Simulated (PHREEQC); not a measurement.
1 kg of water holding 0.033 mol NaCl and 0.069 mol Na2CO3 is evaporated at 25 °C; the solids stay in contact with the brine. CO2 is held at log p = -3.4 (atm). Only these solids could form: Halite, Nahcolite, Natron, Trona.

Equilibrium calculation in PHREEQC: Pitzer model, pitzer.dat.

```csv
water left (kg),ionic strength,water activity,Trona (mol),Halite (mol),Cl in solution (mol/kgw)
0.9996,0.216,0.995,0,0,0.0330
0.5549,0.399,?,0,0,0.0595
0.3748,0.598,0.989,0,0,0.0880
0.208,1.10,0.981,0,0,0.159
0.1155,2.00,0.967,0,0,0.286
0.0641,3.64,0.943,0,0,0.515
0.04329,5.41,0.914,0,0,0.762
0.02352,7.79,0.860,?,0,?
0.01186,7.23,0.829,0.0340,0,2.78
0.007189,7.20,0.775,0.0417,0,4.59
0.003045,7.45,0.743,0.0446,0.0162,5.51
```

**Question.** Some entries are withheld; supply them.

**Answer.** 
- 0.5549, water activity: 0.992
- 0.02352, Trona (mol): 0.0118
- 0.02352, Cl in solution (mol/kgw): 1.40
